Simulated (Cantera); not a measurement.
An isothermal, constant-pressure homogeneous reactor starts with 9.09 % H2, 90.9 % O2, equivalence ratio 0.050, at 1450 K and 0.00276 atm.

Cantera simulation using GRI-Mech 3.0 (53 species, 325 reactions); the numbers are that mechanism's predictions, not measurements. Radical loss at walls, strong at low pressure, is not modelled. The temperature is held fixed by assumption; the heat of reaction is taken as removed at once.

Question: Predict: x(H2) at 7.00 s; x(O2) at 7.00 s; x(OH) at 7.00 s; x(H) at 7.00 s; x(O) at 7.00 s.

Answer: 
| Property | Value |
|---|---|
| x(H2) at 7.00 s | 0.000112 (gas-phase equilibrium 1.80e-6) |
| x(O2) at 7.00 s | 0.901 (gas-phase equilibrium 0.905) |
| x(OH) at 7.00 s | 0.00240 (gas-phase equilibrium 0.000305) |
| x(H) at 7.00 s | 0.000119 (gas-phase equilibrium 2.42e-7) |
| x(O) at 7.00 s | 0.00228 (gas-phase equilibrium 3.63e-5) |
